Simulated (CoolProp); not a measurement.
Aqueous ammonia as a coolant, at 27 °C, 1 atm.

Model: Melinder's fits for secondary coolants, in CoolProp.

```csv
mass %,freezing point (°C),density (kg/m³),Prandtl number,cp (kJ/(kg K)),viscosity (mPa s)
4.9,___,975.2,6.75,4.186,0.926
7.6,___,___,7.04,___,0.936
10.3,-14.1,953.9,7.36,4.192,___
13,-19.1,943.9,7.79,4.195,0.977
15.7,-24.9,934.1,8.29,4.198,1.01
18.4,___,924.7,8.78,___,1.04
21.1,-40.0,915.5,9.17,4.208,1.06
23.8,-50.2,___,9.39,4.215,1.06
```

Fill in the missing entries.


- 4.9, freezing point (°C): -5.9
- 7.6, freezing point (°C): -9.8
- 7.6, density (kg/m³): 964.3
- 7.6, cp (kJ/(kg K)): 4.189
- 10.3, viscosity (mPa s): 0.951
- 18.4, freezing point (°C): -31.7
- 18.4, cp (kJ/(kg K)): 4.202
- 23.8, density (kg/m³): 906.6
